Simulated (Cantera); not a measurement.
Charge: 1 mol borazine, 8.7 mol H2O, equilibrated at 2.93 Torr.

These are equilibrium values from Cantera (NASA tables, ideal gas, pure condensed phases), not measurements of a reactor. Candidate condensed phases: B, BN, B2O3, B3O3H3, H2O; 39 gas species. The feed counts by its element totals alone. Gases not in the tables: H3BO3. The numbers say what is thermodynamically allowed, not how fast it happens.

x: gas mole fraction; n: condensed amount in mol.

```tsv
T (K)	x H2	x H2O	x HBO2	x N2	x H	x B2O3	x BO	n B2O3(l)
1325	0.558	0.294	0.0359	0.112	1.96e-5	9.40e-5	1.31e-8	1.26
1425	0.540	0.254	0.0970	0.108	8.03e-5	0.00110	3.00e-7	0.810
1525	0.510	0.191	0.189	0.102	___	___	___	0
1625	0.509	0.193	0.185	0.102	0.000806	0.00902	1.90e-5	0
1725	0.508	0.195	0.181	0.102	0.00212	0.0107	7.02e-5	0
1825	0.505	0.197	0.177	0.102	___	___	___	0
1925	0.500	0.198	0.172	0.101	0.0108	0.0138	0.000622	0
2025	0.491	0.200	0.166	0.101	0.0216	0.0151	0.00154	0
2125	0.475	0.200	0.159	0.0996	0.0401	0.0159	0.00345	0
```

Task: What belongs in the gaps?

Result: 
- 1525, x H: 0.000270
- 1525, x B2O3: 0.00736
- 1525, x BO: 4.27e-6
- 1825, x H: 0.00501
- 1825, x B2O3: 0.0123
- 1825, x BO: 0.000223
